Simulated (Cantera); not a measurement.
What does this Cantera script print?

```python
import numpy as np
import cantera as ct

gas_names = """
    H HO2 H2 H2O H2O2 H2S H2SO4 O OH O2 O3 S SH SO SO2 SO3 S2 S2O S8
""".split()
cond_names = """
    H2O(s) H2O(L) H2SO4(L) S(cr1) S(cr2) S(L)
""".split()


# ... load() reads the species with a 1 bar reference pressure and builds the phases ...
atoms = {
    'H2S': {'H': 2, 'S': 1},
    'SO2': {'S': 1, 'O': 2},
    'O2': {'O': 2},
}
top_T = {}  # K; cautious upper limits of use, not melting points


# ... equilibrate(T, P, feed) seeds the gas with the atoms and calls Mixture.equilibrate('TP', solver="vcs", rtol=1e-11, max_steps=5000) ...
results = []
feed = {'H2S': 1, 'SO2': 0.039, 'O2': 0.15}  # mol
P = 13332.2  # Pa
for T in [700, 800, 900, 1000, 1100, 1200, 1300, 1400]:
    mix = equilibrate(T, P, feed)
    results.append((T, P, feed, dict(zip(mix.species_names, mix.species_moles))))

top = {s: max(r[3][s] / sum(r[3][g] for g in gas_names) for r in results) for s in gas_names}
cols = sorted((s for s in top if top[s] > 0.001), key=lambda s: -top[s])[:6]
seen = [c for c in cond_names if any(r[3].get(c, 0) > 1e-12 for r in results)]
print("log10 of partial pressures in bar; condensed amounts in mol")
print(f"{'T/K':>10s}" + "".join(f"{s[:9]:>10s}" for s in cols + seen))
for T, P, feed, n in results:
    ng = sum(n[g] for g in gas_names)
    print(f"{T:10.4g}" + "".join(f"{np.log10(max(n[s] / ng * P / 1e5, 1e-99)):10.3f}" for s in cols)
          + "".join(f"{n.get(c, 0):10.4g}" for c in seen))
```

Result:

```
log10 of partial pressures in bar; condensed amounts in mol
       T/K       H2S       H2O        S2        H2        S8       SO2
       700    -1.119    -1.349    -2.108    -4.194    -2.379    -3.350
       800    -1.154    -1.395    -1.662    -3.625    -4.318    -3.144
       900    -1.166    -1.389    -1.642    -2.998    -7.110    -3.422
      1000    -1.185    -1.390    -1.622    -2.507    -9.307    -3.622
      1100    -1.223    -1.396    -1.590    -2.133   -11.028    -3.726
      1200    -1.286    -1.407    -1.548    -1.861   -12.386    -3.735
      1300    -1.375    -1.422    -1.503    -1.669   -13.492    -3.666
      1400    -1.485    -1.437    -1.464    -1.538   -14.429    -3.544
```

Method: chemical equilibrium by Gibbs-energy minimisation in Cantera with the NASA 1993 tables (ideal gas, pure condensed phases). Gases not in the tables: S3 to S7.
